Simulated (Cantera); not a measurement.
An adiabatic, constant-pressure homogeneous reactor starts with 3.91 % C3H8, 17.8 % O2, 78.3 % N2, at 1573 K and 1.00 bar.

Detailed kinetics in Cantera: GRI-Mech 3.0 (53 species, 325 reactions). GRI-Mech 3.0 was tuned for natural gas; its chemistry of propane as a main component is partial and can be far from experiment.

Problem. Predict: time of steepest temperature rise; temperature at 0.800 s; equilibrium temperature; x(O2) at 0.800 s; x(NO) at 0.800 s; x(N2O) at 0.800 s.

Solution. 
| Property | Value |
|---|---|
| time of steepest temperature rise | 49.2 µs |
| temperature at 0.800 s | 2747 K |
| equilibrium temperature | 2747 K |
| x(O2) at 0.800 s | 0.0127 (gas-phase equilibrium 0.0127) |
| x(NO) at 0.800 s | 0.00799 (gas-phase equilibrium 0.00799) |
| x(N2O) at 0.800 s | 4.25e-7 (gas-phase equilibrium 4.25e-7) |
